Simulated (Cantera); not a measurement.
Gas activation for diamond growth

An isothermal, constant-pressure homogeneous reactor starts with CH4 : H2 : H = 0.018 : 1 : 0.079 (molar parts), at 2200 K and 71.3 Torr.

Detailed kinetics in Cantera: GRI-Mech 3.0 (53 species, 325 reactions). GRI-Mech 3.0 stops at C3 and has no aromatics, soot or wall deposition, so with more carbon than oxygen in the feed, carbon stays in small species such as C2H2 where larger ones or solid carbon would form.

| t (s) | x CH4 | x H2 | x H | x C2H | x CH3 |
|---|---|---|---|---|---|
| 4.00e-6 | 0.00724 | 0.922 | 0.0616 | 2.75e-7 | 0.00830 |
| 3.36e-5 | 0.00492 | 0.933 | 0.0539 | 5.56e-6 | 0.00524 |
| 0.000283 | 0.00157 | 0.948 | 0.0418 | 1.02e-5 | 0.00130 |
| 0.00238 | 0.000328 | 0.958 | 0.0335 | 9.58e-6 | 0.000216 |
| 0.0200 | 8.63e-5 | 0.968 | 0.0235 | 6.88e-6 | 3.98e-5 |
| 0.168 | 4.46e-5 | 0.973 | 0.0182 | 5.33e-6 | 1.59e-5 |
| 1.41 | 4.28e-5 | 0.974 | 0.0182 | 5.32e-6 | 1.52e-5 |
| 11.9 | 4.28e-5 | 0.974 | 0.0182 | 5.32e-6 | 1.52e-5 |
| 100 | 4.28e-5 | 0.974 | 0.0182 | 5.32e-6 | 1.52e-5 |
x: mole fraction; the columns are a selection and need not sum to one.

Equilibrium at this temperature and pressure: CH4 4.29e-5, H2 0.974, H 0.0182, C2H 5.32e-6, CH3 1.52e-5 (gas phase only).
